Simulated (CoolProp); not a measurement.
Properties of hydrogen chloride along the isobar 11.9 MPa.

Computed with CoolProp (reference Helmholtz-energy equation of state, Thol 2018).

```csv
T (°C),phase,Z,isothermal compressibility (1/MPa),expansivity (1/kK)
-101.45,liquid,0.2456,0.0008324,1.816
-95.95,liquid,0.2404,0.0008840,(withheld)
-90.45,liquid,0.2356,0.0009403,1.894
-84.95,liquid,0.2311,(withheld),1.937
-79.35,liquid,(withheld),0.001070,1.985
-73.85,liquid,0.2231,0.001145,(withheld)
-68.35,liquid,0.2196,0.001226,(withheld)
-62.85,liquid,0.2163,0.001317,2.152
-57.25,liquid,0.2133,(withheld),2.219
-51.75,liquid,0.2106,0.001531,2.291
-46.25,liquid,(withheld),0.001657,2.370
```

Some entries are withheld; supply them.


- -95.95, expansivity (1/kK): 1.853
- -84.95, isothermal compressibility (1/MPa): 0.001002
- -79.35, Z: 0.2269
- -73.85, expansivity (1/kK): 2.036
- -68.35, expansivity (1/kK): 2.092
- -57.25, isothermal compressibility (1/MPa): 0.001419
- -46.25, Z: 0.2082
